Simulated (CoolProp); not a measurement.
Properties of decamethyltetrasiloxane (MD2M) along the isobar 101 kPa.

Computed with CoolProp (reference Helmholtz-energy equation of state, Thol 2017).

| T (°C) | phase | cp (kJ/(kg K)) | cv (kJ/(kg K)) | isothermal compressibility (1/MPa) | expansivity (1/kK) |
|---|---|---|---|---|---|
| 133.15 | liquid | 1.979 | 1.706 | 0.004319 | 1.464 |
| 146.95 | liquid | 2.009 | 1.736 | 0.005022 | 1.537 |
| 160.85 | liquid | 2.040 | 1.765 | 0.005903 | 1.624 |
| 174.65 | liquid | 2.070 | 1.794 | 0.007015 | 1.729 |
| 188.45 | liquid | 2.101 | 1.822 | 0.008454 | 1.856 |
| 202.35 | gas | 1.829 | 1.791 | 10.69 | 2.688 |
| 216.15 | gas | 1.854 | 1.818 | 10.60 | 2.547 |
| 229.95 | gas | 1.879 | 1.844 | 10.52 | 2.425 |
| 243.85 | gas | 1.904 | 1.869 | 10.45 | 2.316 |
| 257.65 | gas | 1.927 | 1.894 | 10.40 | 2.220 |
| 271.55 | gas | 1.951 | 1.918 | 10.35 | 2.132 |
| 285.35 | gas | 1.974 | 1.941 | 10.30 | 2.054 |
| 299.15 | gas | 1.996 | 1.964 | 10.26 | 1.983 |
| 313.05 | gas | 2.019 | 1.987 | 10.23 | 1.917 |
| 326.85 | gas | 2.040 | 2.009 | 10.20 | 1.857 |
